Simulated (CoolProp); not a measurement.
R123 along the isobar 5.26 MPa: fugacity coefficient from the reference equation and from simpler models built on Tc = 456.8 K, pc = 3.662 MPa, ω = 0.282; each cubic takes its own stable root.

Values from CoolProp's reference Helmholtz-energy equation of state, Younglove 1994. It is a modified Benedict-Webb-Rubin equation, recast in Helmholtz form.

```
T (K)          phase  reference  van der Waals  Redlich-Kwong  Soave-Redlich-Kwong  Peng-Robinson
-----  -------------  ---------  -------------  -------------  -------------------  -------------
298.5         liquid    0.02100         0.1200        0.03996              0.02152        0.02104
314           liquid    0.03515         0.1506        0.06102              0.03614        0.03509
329.5         liquid    0.05524         0.1845        0.08829              0.05703        0.05508
345           liquid    0.08228         0.2217         0.1220              0.08527        0.08202
360.5         liquid     0.1170         0.2616         0.1622               0.1217         0.1167
376           liquid     0.1598         0.3038         0.2084               0.1666         0.1595
391.5         liquid     0.2108         0.3480         0.2600               0.2200         0.2104
407           liquid     0.2694         0.3935         0.3160               0.2811         0.2687
422.5         liquid     0.3347         0.4398         0.3752               0.3487         0.3333
438           liquid     0.4054         0.4863         0.4362               0.4207         0.4023
453.5         liquid     0.4790         0.5323         0.4970               0.4942         0.4729
469    supercritical     0.5520         0.5767         0.5553               0.5648         0.5406
484.5  supercritical     0.6159         0.6185         0.6073               0.6251         0.5984
500    supercritical     0.6637         0.6556         0.6493               0.6716         0.6434
```
